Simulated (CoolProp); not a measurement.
Vapour-liquid equilibrium of C3F8 (R218) (1) + c-C4F8 (RC318) (2) at 946 kPa; x and y are mole fractions of (1).

The numbers come from the multi-fluid Helmholtz-energy mixture model, Lemmon 2006 and Platzer 1990; pair parameters Bell 2016 in CoolProp. This equation is an older, rougher fit; its heat capacities, sound speeds and derivatives of the liquid may be far off and weren't checked against measurements.

**Question.** Give the bubble temperature and the first vapour's composition at x = 0.25, 0.85, 0.95. Is there an azeotrope?

**Answer.** x = 0.25: 332.2 K, y = 0.342; x = 0.85: 307.0 K, y = 0.937; x = 0.95: 303.2 K, y = 0.981. No azeotrope shows between x = 0.05 and 0.95.

The pair parameters rest on a limited set of measurements; away from them the model extrapolates.
